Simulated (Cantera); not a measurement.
Feed: 1 mol SiHCl3, 12 mol N2, held at 1327 °C and 13.3 mbar.

These are equilibrium values from Cantera (NASA tables, ideal gas, pure condensed phases), not measurements of a reactor. Candidate condensed phases: NH4Cl, Si, Si3N4; 28 gas species. The tables' values for SiCl3 are old estimates; treat these amounts as uncertain. The numbers say what is thermodynamically allowed, not how fast it happens.

Base state: N2 0.862, SiCl2 0.0621, HCl 0.0596, SiCl3 0.00748, H2 0.00608, SiCl4 0.00222, Cl 0.000285, H 3.67e-5 (mole fractions); condensed: gas only.

Task: What changes in the equilibrium state with this change: pressure from 13.3 mbar to 1.33 mbar?

Result: 
```csv
species,before,after
N2,0.862,0.859
SiCl2,0.0621,0.0671
HCl,0.0596,0.0652
SiCl3,0.00748,0.00389
SiHCl3,3.27e-5,3.86e-6
Cl,0.000285,0.00137
SiCl4,0.00222,0.000556
H,3.67e-5,8.34e-5
SiCl,6.53e-6,1.47e-5
```
The tables' values for SiCl3, SiCl are old estimates; treat these amounts as uncertain.

Task: What changes in the equilibrium state with this change: SiHCl3 replaced by SiH4?

Result: 
```
species          before     after
-------------  --------  --------
N2                0.862     0.850
H2              0.00608     0.150
H               3.67e-5  0.000182
SiCl2            0.0621         0
HCl              0.0596         0
SiCl3           0.00748         0
SiCl4           0.00222         0
Cl             0.000285         0
SiHCl3          3.27e-5         0
Si3N4(s), mol         0     0.333
```
